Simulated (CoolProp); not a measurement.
Vapour-liquid equilibrium of R152A (1) + R113 (2) at 0.0845 MPa; x and y are mole fractions of (1).

Model: multi-fluid Helmholtz-energy mixture model, Outcalt 1996 and Marx 1992; pair parameters Bell 2016, in CoolProp.

Q: Give the bubble temperature and the first vapour's composition at x = 0.275, 0.35, 0.875. Is there an azeotrope?

A: x = 0.275: 259.2 K, y = 0.929; x = 0.35: 255.9 K, y = 0.944; x = 0.875: 247.2 K, y = 0.984. No azeotrope shows between x = 0.05 and 0.95.

Pair parameters are fitted to limited data, so mixtures are less certain than the pure fluids. With so large a gap from Raoult's law the liquid may split in two, which this calculation doesn't test in full.
